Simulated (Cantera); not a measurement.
**Pyrogenic steam for wet oxidation**

An isothermal, constant-pressure homogeneous reactor starts with H₂ : O₂ : N₂ = 1.7 : 1 : 17 (molar parts), at 1348 K and 74000 Pa.

Model: GRI-Mech 3.0 (53 species, 325 reactions), integrated in Cantera. The temperature is held fixed by assumption; the heat of reaction is taken as removed at once.

| t (s) | x H₂ | x O₂ | x HO₂ | x H | x NO₂ | x H₂O |
|---|---|---|---|---|---|---|
| 9.00e-6 | 0.0863 | 0.0508 | 2.52e-8 | 4.27e-8 | <1e-12 | 2.57e-8 |
| 3.38e-5 | 0.0863 | 0.0508 | 2.39e-7 | 3.27e-6 | <1e-12 | 3.85e-6 |
| 0.000127 | 0.0129 | 0.0177 | 6.74e-6 | 0.0299 | 3.35e-10 | 0.0580 |
| 0.000476 | 0.00499 | 0.0106 | 4.48e-6 | 0.00461 | 1.74e-9 | 0.0816 |
| 0.00179 | 0.000870 | 0.00825 | 2.70e-6 | 0.000259 | 6.91e-9 | 0.0889 |
| 0.00671 | 7.86e-5 | 0.00795 | 6.53e-7 | 6.70e-6 | 3.74e-8 | 0.0900 |
| 0.0252 | 7.66e-6 | 0.00794 | 7.90e-8 | 2.23e-7 | 5.90e-8 | 0.0902 |
| 0.0945 | 1.25e-6 | 0.00794 | 1.37e-8 | 1.57e-8 | 3.70e-8 | 0.0902 |
| 0.355 | 3.52e-7 | 0.00795 | 5.24e-9 | 2.43e-9 | 2.57e-8 | 0.0902 |
| 1.33 | 2.36e-7 | 0.00795 | 4.40e-9 | 1.32e-9 | 2.55e-8 | 0.0902 |
| 5.00 | 2.34e-7 | 0.00795 | 4.39e-9 | 1.31e-9 | 2.55e-8 | 0.0902 |
x: mole fraction; the columns are a selection and need not sum to one.

Equilibrium at this temperature and pressure: H₂ 2.34e-7, O₂ 0.00790, HO₂ 4.37e-9, H 1.31e-9, NO₂ 1.67e-7, H₂O 0.0902 (gas phase only).
